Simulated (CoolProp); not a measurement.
Saturation properties of dimethyl carbonate.

Computed with CoolProp (reference Helmholtz-energy equation of state, Zhou 2011).

| T (°C) | p (MPa) | liquid density (kg/m³) | vapour density (kg/m³) | liquid cp (kJ/(kg K)) | surface tension (mN/m) |
|---|---|---|---|---|---|
| 140.05 | 0.3981 | 899.0 | 11.33 | 2.100 | 12.6 |
| 155.65 | 0.5665 | 873.6 | 15.92 | 2.153 | 10.7 |
| 171.15 | 0.7829 | 847.2 | 21.89 | 2.211 | 8.95 |
| 186.75 | 1.059 | 819.0 | 29.67 | 2.279 | 7.28 |
| 202.35 | 1.403 | 788.7 | 39.78 | 2.363 | 5.70 |
| 217.95 | 1.827 | 755.4 | 53.04 | 2.478 | 4.25 |
| 233.55 | 2.344 | 717.6 | 70.88 | 2.650 | 2.92 |
| 249.05 | 2.966 | 672.7 | 95.93 | 2.953 | 1.75 |
| 264.65 | 3.725 | 611.9 | 135.9 | 3.700 | 0.765 |

It boils at 90.1 °C under 1 atm.

Surface tension comes from a separate correlation (Mulero 2014).
